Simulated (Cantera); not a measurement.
A closed system holds: 1 mol Pb, 0.94 mol H₂, 1 mol N₂, equilibrated at 1525 K.

Cantera equilibrium calculation (NASA polynomials, part measured and part estimated; ideal gas, pure solids and liquids). Candidate condensed phases: Pb; 11 gas species. The numbers say what is thermodynamically allowed, not how fast it happens.

Problem. What share of the Pb ends up in condensed phases as a function of P (Pa), at 10, 42, 180, 750, 3200, 13000, 56000, 240000, 1000000?

Solution. 
```json
[
 {"P (Pa)": "10", "Pb condensed (%)": "0.0", "as": "-"},
 {"P (Pa)": "42", "Pb condensed (%)": "0.0", "as": "-"},
 {"P (Pa)": "180", "Pb condensed (%)": "0.0", "as": "-"},
 {"P (Pa)": "750", "Pb condensed (%)": "0.0", "as": "-"},
 {"P (Pa)": "3200", "Pb condensed (%)": "0.0", "as": "-"},
 {"P (Pa)": "13000", "Pb condensed (%)": "38.9", "as": "Pb(l)"},
 {"P (Pa)": "56000", "Pb condensed (%)": "88.6", "as": "Pb(l)"},
 {"P (Pa)": "240000", "Pb condensed (%)": "97.4", "as": "Pb(l)"},
 {"P (Pa)": "1000000", "Pb condensed (%)": "99.4", "as": "Pb(l)"}
]
```
